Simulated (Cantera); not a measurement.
**Si₂H₆ + O₃ + H₂ (silicon oxide and oxynitride deposition)**

A closed system holds: 1 mol Si₂H₆, 4.2 mol O₃, 43 mol H₂, at 500 K and 0.130 bar.

Method: chemical equilibrium by Gibbs-energy minimisation in Cantera with the NASA 1993 tables (ideal gas, pure condensed phases). Candidate condensed phases: H₂O, Si, SiO₂; 18 gas species. The feed counts by its element totals alone. Kinetics and transport are ignored.

The x(H₂) is 0.813 and the x(H₂O) comes out as 0.187. The n(SiO₂(α-quartz)) is 2.00 mol. The gas amount comes out as 46.00 mol and the log10 activity of Si(s) (absent) is -38.57.
